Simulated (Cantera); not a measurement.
Feed: 1 mol Si, 0.51 mol Cl2, 3.1 mol H2, at 1.00 bar.

Equilibrium computed with Cantera from the NASA thermochemical tables; the gas is ideal and each condensed phase is pure. Candidate condensed phases: Si; 19 gas species. The tables' values for SiCl3, SiCl are old estimates; treat these amounts as uncertain. Gases not in the tables: Si2H6 and higher silanes. Rates play no part.

x: gas mole fraction; n: condensed amount in mol.

| T (K) | x H2 | x HCl | x SiCl2 | x SiCl4 | x SiHCl3 | x SiCl3 | n Si(s) | n Si(l) |
|---|---|---|---|---|---|---|---|---|
| 548 | 0.913 | 7.90e-6 | 2.20e-11 | 0.0470 | 0.0389 | 1.67e-8 | 0.710 | 0 |
| 648 | 0.913 | 9.14e-5 | 5.18e-9 | 0.0479 | 0.0374 | 6.12e-7 | 0.711 | 0 |
| 748 | 0.913 | … | … | 0.0487 | 0.0359 | 8.47e-6 | 0.712 | 0 |
| 848 | 0.912 | 0.00210 | 5.74e-6 | 0.0491 | 0.0346 | 6.25e-5 | 0.714 | 0 |
| 948 | 0.909 | 0.00605 | 6.14e-5 | 0.0489 | 0.0331 | 0.000298 | 0.718 | 0 |
| 1048 | 0.904 | 0.0141 | 0.000408 | 0.0474 | 0.0311 | 0.00103 | 0.725 | 0 |
| 1148 | 0.893 | 0.0276 | 0.00188 | 0.0437 | 0.0283 | 0.00272 | 0.735 | 0 |
| 1248 | 0.878 | 0.0472 | 0.00638 | 0.0369 | 0.0241 | 0.00571 | 0.745 | 0 |
| 1348 | 0.857 | … | … | … | … | 0.00934 | 0.751 | 0 |
| 1448 | 0.834 | 0.0934 | 0.0322 | 0.0154 | 0.0117 | 0.0116 | 0.747 | 0 |
| 1548 | 0.817 | 0.109 | 0.0489 | 0.00685 | 0.00624 | 0.0109 | 0.738 | 0 |
| 1648 | 0.806 | 0.118 | 0.0611 | 0.00256 | 0.00292 | 0.00842 | 0.730 | 0 |
| 1748 | 0.799 | 0.126 | 0.0660 | 0.000952 | 0.00133 | 0.00593 | 0 | 0.732 |

Task: Fill in the missing entries.

Result: 
- 748, x HCl: 0.000543
- 748, x SiCl2: 2.78e-7
- 1348, x HCl: 0.0708
- 1348, x SiCl2: 0.0164
- 1348, x SiCl4: 0.0267
- 1348, x SiHCl3: 0.0183
